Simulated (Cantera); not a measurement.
**NO annealing gas**

A perfectly stirred reactor is fed with 18.9 % NO, 81.1 % N2, at 2900 Pa; it is held at 1900 K, and followed from long to short residence time.

Cantera simulation using GRI-Mech 3.0 (53 species, 325 reactions); the numbers are that mechanism's predictions, not measurements. Radical loss at walls, strong at low pressure, is not modelled.

```
τ (s)     x NO   x N2     x NO2      x O2    x N2O
-------  -----  -----  --------  --------  -------
4.5      0.177  0.817   1.10e-5   0.00560  1.22e-5
1.1      0.186  0.812   7.28e-6   0.00115  1.37e-5
0.29     0.188  0.812   5.54e-6  0.000232  1.34e-5
0.076    0.189  0.811   3.26e-6   2.86e-5  1.11e-5
0.019    0.189  0.811   8.47e-7   1.48e-6  6.30e-6
0.0050   0.189  0.811   1.24e-7   7.88e-8  2.37e-6
0.0013   0.189  0.811   1.24e-8   4.85e-9  6.94e-7
0.00033  0.189  0.811  9.23e-10  3.05e-10  1.82e-7
```
x: mole fraction; the columns are a selection and need not sum to one.
